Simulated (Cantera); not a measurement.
A perfectly stirred reactor is fed with CO : H2 : O2 : N2 : H2O = 1 : 0.063 : 1.18 : 10.2 : 2.6 (molar parts), equivalence ratio 0.45, at 1.00 bar; it is adiabatic with a 573 K inlet, and is followed from long to short residence time, starting on the burning branch (τ in s: 0.3, 0.11, 0.039, 0.014, 0.005, 0.0018, 0.00064, 0.00023, 8.3e-05).

Model: GRI-Mech 3.0 (53 species, 325 reactions), integrated in Cantera.

Question: Predict: blow-out, bracketed by the residence times tried; x(CO) at τ = 0.300 s; x(H2) at τ = 0.300 s; x(O2) at τ = 0.300 s; x(NO) at τ = 0.300 s; x(N2O) at τ = 0.300 s; x(CO) at τ = 5.00 ms; x(H2) at τ = 5.00 ms; x(O2) at τ = 5.00 ms.

Answer: 
```json
{
 "blow_out_bracketed_by_the_residence_times_tried": "burning at 0.300 s, out at 0.110 s",
 "x(CO) at τ = 0.300 s": "0.00347",
 "x(H2) at τ = 0.300 s": "0.000118",
 "x(O2) at τ = 0.300 s": "0.0464",
 "x(NO) at τ = 0.300 s": "1.43e-8",
 "x(N2O) at τ = 0.300 s": "3.27e-7",
 "x(CO) at τ = 5.00 ms": "0.0665",
 "x(H2) at τ = 5.00 ms": "0.00419",
 "x(O2) at τ = 5.00 ms": "0.0784"
}
```
